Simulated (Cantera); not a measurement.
A closed system holds: 1 mol Si, 0.0012 mol O2, 1.2 mol H2, equilibrated at 0.00113 Torr.

These are equilibrium values from Cantera (NASA tables, ideal gas, pure condensed phases), not measurements of a reactor. Candidate condensed phases: H2O, Si, SiO2; 18 gas species. Equilibrium is a limit: real reactors are often held back by kinetics, nucleation or transport. All values below are at 1850 K.

Base state: Si 0.394, H2 0.346, H 0.259, SiO 0.000950, SiH 0.000281, Si2 0.000253 (mole fractions); condensed: gas only.

What changes in the equilibrium state with this change: pressure from 0.00113 Torr to 2700 Torr?


| species | before | after |
|---|---|---|
| H2 | 0.346 | 0.998 |
| SiO | 0.000950 | 0.00199 |
| H | 0.259 | 0.000284 |
| Si | 0.394 | 1.79e-6 |
| Si2 | 0.000253 | 1.25e-8 |
| SiH | 0.000281 | 3.37e-6 |
| SiH2 | 1.34e-6 | 4.21e-5 |
| Si(l), mol | 0 | 0.998 |
Gases not in the tables: Si2H6 and higher silanes.
